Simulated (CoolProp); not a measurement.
Saturation properties of octamethyltrisiloxane (MDM).

Computed with CoolProp (reference Helmholtz-energy equation of state, Thol 2017).

```csv
T (°C),p (bar),vapour density (kg/m³),enthalpy of vaporisation (kJ/kg),liquid cp (kJ/(kg K)),surface tension (mN/m)
173.55,1.703,12.16,142.6,2.174,5.01
176.95,1.842,13.14,140.9,2.184,4.80
180.35,1.989,14.19,139.1,2.195,4.59
183.75,2.145,15.30,137.4,2.205,4.38
187.15,2.310,16.49,135.6,2.216,4.18
190.55,2.484,17.75,133.8,2.227,3.98
193.95,2.668,19.10,131.9,2.239,3.79
197.35,2.863,20.53,130.0,2.250,3.59
200.65,3.061,22.01,128.2,2.262,3.41
204.05,3.277,23.63,126.2,2.274,3.22
207.45,3.504,25.36,124.2,2.287,3.04
210.85,3.743,27.20,122.1,2.300,2.86
214.25,3.993,29.16,120.0,2.314,2.68
217.65,4.257,31.25,117.9,2.328,2.51
221.05,4.533,33.48,115.6,2.343,2.34
```

It boils at 152.5 °C under 1 atm.

Surface tension comes from a separate correlation (Mulero 2014), older than this fluid's equation and unchecked against measurements.
